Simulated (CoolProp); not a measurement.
A simple Rankine cycle with R21: condensing at 302.15 K, boiler at 0.643 MPa, turbine inlet 472 K, turbine efficiency 0.75, pump efficiency 0.8, no recuperator. Each further row changes one setting.

Model: reference Helmholtz-energy equation of state, Platzer 1990, in CoolProp. This equation is an older, rougher fit; its heat capacities, sound speeds and derivatives of the liquid may be far off and weren't checked against measurements.

```tsv
case	thermal efficiency (%)	net work (kJ/kg)	heat in (kJ/kg)	turbine exit temperature (K)	volume ratio over the turbine
as stated	8.5	?	342	?	2.85
condensing temperature 294.15 K	?	35.5	?	?	3.66
boiler pressure 0.45 MPa	?	?	?	441.3	2.04
turbine efficiency 0.65	7.3	25.1	342	432.5	2.89
```

Q: Fill in the missing entries.

A: 
- as stated, net work (kJ/kg): 29.0
- as stated, turbine exit temperature (K): 427.0
- condensing temperature 294.15 K, thermal efficiency (%): 10.2
- condensing temperature 294.15 K, heat in (kJ/kg): 350
- condensing temperature 294.15 K, turbine exit temperature (K): 417.0
- boiler pressure 0.45 MPa, thermal efficiency (%): 5.9
- boiler pressure 0.45 MPa, net work (kJ/kg): 20.4
- boiler pressure 0.45 MPa, heat in (kJ/kg): 343
